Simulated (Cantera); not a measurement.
Input: 1 mol NF₃, 0.061 mol H₂O, 7.1 mol O₂, at 1475 K and 7.20 mbar.

Equilibrium computed with Cantera from the NASA thermochemical tables; the gas is ideal and each condensed phase is pure. Kinetics and transport are ignored.

| species | before | after |
|---|---|---|
| O₂ | 0.671 | 0.588 |
| HF | 0.0115 | 0.225 |
| H₂O | <1e-9 | 0.150 |
| F | 0.271 | 4.46e-7 |
| N₂ | 0.0468 | 0.0373 |
| OH | <1e-9 | 0.000341 |
| F₂ | 8.90e-5 | <1e-9 |
| NO | 0.000471 | 0.000393 |
| O | 2.77e-5 | 2.59e-5 |
Gas species are given as mole fractions.

Problem. What was changed between the two runs?
A) H₂O from 0.061 to 3.5 mol
B) H₂O from 0.061 to 1 mol
C) temperature from 1475 K to 2673.15 K
D) temperature from 1475 K to 1875 K

Solution. A, H₂O from 0.061 to 3.5 mol
